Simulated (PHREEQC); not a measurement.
A solution holds 0.00027 mol/kgw NH4HF2, 1.5e-05 mol/kgw H2SiF6 and 3.1e-06 mol/kgw HCl, at 61 °C. Closed to the air; pH follows from the charge balance.

All values are PHREEQC results (ion-association model, phreeqc.dat), not measurements.

Precipitation was switched off in this run.

Question: Predict the pH.

Answer: pH 3.80.

Question: In which forms is F present?

Answer: F- 68 %, HF 32 % of the F.

Constants without temperature data keep their 25 °C values here. SiF6-2 is the database's only silicon fluoride.
